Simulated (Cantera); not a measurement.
A closed system holds: 1 mol SiCl4, 0.21 mol CH4, 200 mol H2, equilibrated at 2523 K and 1.00 bar.

These are equilibrium values from Cantera (NASA tables, ideal gas, pure condensed phases), not measurements of a reactor. Candidate condensed phases: C, C6H6, C7H8, C8H18, Si, SiC; 109 gas species. The tables' values for SiCl are old estimates; treat these amounts as uncertain. Gases not in the tables: Si2H6 and higher silanes. Rates play no part.

Base state: H2 0.949, H 0.0271, HCl 0.0183, Si 0.00277, SiH 0.000689, SiH2 0.000519, C2H2 (acetylene) 0.000387, Cl 0.000369 (mole fractions); condensed: gas only.

Q: What changes in the equilibrium state with this change: temperature from 2523 K to 2598.15 K?

A: 
```csv
species,before,after
H2,0.949,0.939
H,0.0271,0.0369
HCl,0.0183,0.0183
Si,0.00277,0.00308
SiCl2,0.000252,0.000156
Si2C,0.000151,9.89e-5
Cl,0.000369,0.000505
CH4,2.41e-5,1.87e-5
Si2,3.76e-5,3.02e-5
```

Q: What changes in the equilibrium state with this change: pressure from 1.00 bar to 23.0 mbar?

A: 
```csv
species,before,after
H2,0.949,0.812
H,0.0271,0.165
HCl,0.0183,0.0157
Si,0.00277,0.00422
CH4,2.41e-5,4.51e-7
SiH2,0.000519,1.55e-5
SiCl2,0.000252,7.58e-6
```

Q: What changes in the equilibrium state with this change: pressure from 1.00 bar to 13.3 mbar?

A: 
```tsv
species	before	after
H2	0.949	0.767
H	0.0271	0.211
HCl	0.0183	0.0147
Si	0.00277	0.00418
CH4	2.41e-5	2.36e-7
SiCl2	0.000252	4.02e-6
```
